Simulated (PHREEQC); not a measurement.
0.096 g of hydrous ferric oxide (600 m²/g; 0.2 weak and 0.005 strong sites per Fe, Dzombak-Morel constants, diffuse double layer) in 1 kg of water with 0.1 mol/kgw of an inert sodium salt, at 25 °C; the pH is set by adding NaOH or the inert anion's acid. Oxygen is held at 0.21 atm. The system is closed to CO2. Nothing may precipitate in this run.

Base run: PHREEQC, ion-association model, wateq4f.dat. Each further column changes one thing. The table gives surface charge σ (C/m²).

```csv
pH,base,background salt from 0.1 to 0.01 mol/kgw,oxide from 0.096 to 0.48 g/kgw,0.00076 mol/kgw Na2SO4 added
4,0.321,0.216,0.321,0.098
5,0.215,0.113,0.215,[?]
6,0.111,0.050,0.111,0.067
7,0.045,0.017,0.045,[?]
8,0.004,0.001,0.004,0.004
9,-0.034,-0.013,-0.034,-0.035
10,-0.094,[?],-0.094,-0.094
```

Fill in the missing entries.


- 5, 0.00076 mol/kgw Na2SO4 added: 0.090
- 7, 0.00076 mol/kgw Na2SO4 added: 0.038
- 10, background salt from 0.1 to 0.01 mol/kgw: -0.040
